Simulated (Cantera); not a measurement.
Cantera run:

```python
import numpy as np
import cantera as ct

gas_names = [...]  # 151 gases of nasa_gas.yaml made of C, H, N, O, Si
cond_names = """
    C(gr) C6H6(L) C7H8(L) C8H18(L),n-octa H2O(s) H2O(L) Si(cr) Si(L) SiC(b) SiO2(Lqz) SiO2(hqz) SiO2(L)
    Si2N2O(s) Si3N4(a)
""".split()


# ... load() reads the species with a 1 bar reference pressure and builds the phases ...
atoms = {
    'TEOS': {'Si': 1, 'C': 8, 'H': 20, 'O': 4},
    'NO': {'N': 1, 'O': 1},
}
top_T = {'C(gr)': 4500, 'SiC(b)': 3050, 'Si2N2O(s)': 2100, 'Si3N4(a)': 2400}  # K; cautious upper limits of use, not melting points


# ... equilibrate(T, P, feed) seeds the gas with the atoms and calls Mixture.equilibrate('TP', solver="vcs", rtol=1e-11, max_steps=5000) ...
results = []
feed = {'TEOS': 1, 'NO': 14}  # mol
P = 133.322  # Pa
for T in [673, 773, 873, 973, 1073, 1173, 1273, 1373]:
    mix = equilibrate(T, P, feed)
    results.append((T, P, feed, dict(zip(mix.species_names, mix.species_moles))))

top = {s: max(r[3][s] / sum(r[3][g] for g in gas_names) for r in results) for s in gas_names}
cols = sorted((s for s in top if top[s] > 0.0001), key=lambda s: -top[s])[:9]
seen = [c for c in cond_names if any(r[3].get(c, 0) > 1e-12 for r in results)]
print("log10 of partial pressures in bar; condensed amounts in mol")
print(f"{'T/K':>10s}" + "".join(f"{s[:9]:>10s}" for s in cols + seen))
for T, P, feed, n in results:
    ng = sum(n[g] for g in gas_names)
    print(f"{T:10.4g}" + "".join(f"{np.log10(max(n[s] / ng * P / 1e5, 1e-99)):10.3f}" for s in cols)
          + "".join(f"{n.get(c, 0):10.4g}" for c in seen))
```

Output:

```
log10 of partial pressures in bar; condensed amounts in mol
       T/K        H2        N2       CO2        CO       H2O       CH4 SiO2(Lqz) SiO2(hqz)
       673    -3.372    -3.427    -3.493    -3.981    -3.971    -5.906         1         0
       773    -3.412    -3.428    -3.551    -3.836    -3.836    -8.231         1         0
       873    -3.452    -3.428    -3.609    -3.744    -3.744   -10.076         0         1
       973    -3.489    -3.428    -3.662    -3.680    -3.680   -11.565         0         1
      1073    -3.522    -3.428    -3.712    -3.634    -3.634   -12.788         0         1
      1173    -3.549    -3.428    -3.756    -3.600    -3.600   -13.809         0         1
      1273    -3.573    -3.428    -3.795    -3.575    -3.575   -14.672         0         1
      1373    -3.594    -3.428    -3.830    -3.555    -3.555   -15.410         0         1
```

Method: chemical equilibrium by Gibbs-energy minimisation in Cantera with the NASA 1993 tables (ideal gas, pure condensed phases). The feed counts by its element totals alone. The tables hold silica as quartz up to 1696 K and as liquid above; real silica turns to tridymite and cristobalite and melts near 1996 K.
